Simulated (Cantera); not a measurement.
Source: NASA polynomial tables (part measured, part estimated), evaluated in Cantera. Values are per mole of reaction as written; species without (g) are pure solids or liquids, kept so even where they would boil at 1 bar.

Task: Between 300 and 848 K, where is each reaction favourable under standard conditions?
- 3 NO2(g) + 12 H(g) + Cr2N = 2 CrO3(g) + 4 NH3(g)

Result: 
- 3 NO2(g) + 12 H(g) + Cr2N = 2 CrO3(g) + 4 NH3(g): ΔG° is -3105 kJ at 300 K and -2582 kJ at 848 K; it stays negative (K > 1). ΔH° is -3443 kJ and ΔS° -1016 J/K at 848 K.
